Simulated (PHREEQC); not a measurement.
A PHREEQC input (ion-association model, phreeqc.dat):

```
SOLUTION 1
  temp 20
  units mg/kgw
  pH 6.61 charge
  pe 11.7
  Na 3.18
  K 0.141
  Ca 10.2
  Mg 1.7
  Cl 11
  S(6) 2.17 as SO4
  Alkalinity 27.7 as HCO3
  O(0) 0.135
  Si 0.0655 as SiO2
  Ba 0.0364
END
USE solution 1
EQUILIBRIUM_PHASES 1
  Chalcedony 0 0
  CO2(g) -2.5 10
END
```

It stops with these messages:

```
ERROR: pH adustment cannot attain charge balance when alkalinity is fixed.
ERROR: Program terminating due to input errors.
```

The fault: pH asked from the charge balance while alkalinity is fixed. The line should read `pH 6.61` where the input has `pH 6.61 charge`. With the mend the run ends at pH 6.93 and ionic strength 0.00114 mol/kgw.
